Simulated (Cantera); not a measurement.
A closed system holds: 1 mol Cu2O, 5.5 mol H2, 0.47 mol H2O, held at 827 °C and 2.20 mbar.

Method: chemical equilibrium by Gibbs-energy minimisation in Cantera with the NASA 1993 tables (ideal gas, pure condensed phases). Candidate condensed phases: Cu, CuO, Cu(OH)2, Cu2O, H2O; 12 gas species. Kinetics and transport are ignored.

Base state: H2 0.754, H2O 0.246 (mole fractions); condensed: Cu(s).

Task: What changes in the equilibrium state with this change: temperature from 827 °C to 1950 °C?

Result: 
| species | before | after |
|---|---|---|
| H2 | 0.754 | 0.491 |
| Cu | 2.71e-7 | 0.238 |
| H2O | 0.246 | 0.169 |
| H | 4.79e-7 | 0.0957 |
| OH | <1e-9 | 0.00477 |
| O | <1e-9 | 0.000644 |
| O2 | <1e-9 | 9.36e-5 |
| Cu(s), mol | 2.00 | 0 |

Task: What changes in the equilibrium state with this change: temperature from 827 °C to 1200 °C?

Result: 
| species | before | after |
|---|---|---|
| H2 | 0.754 | 0.752 |
| H2O | 0.246 | 0.246 |
| Cu | 2.71e-7 | 0.00235 |
| H | 4.79e-7 | 0.000234 |
| Cu(s), mol | 2.00 | 0 |
| Cu(l), mol | 0 | 1.99 |
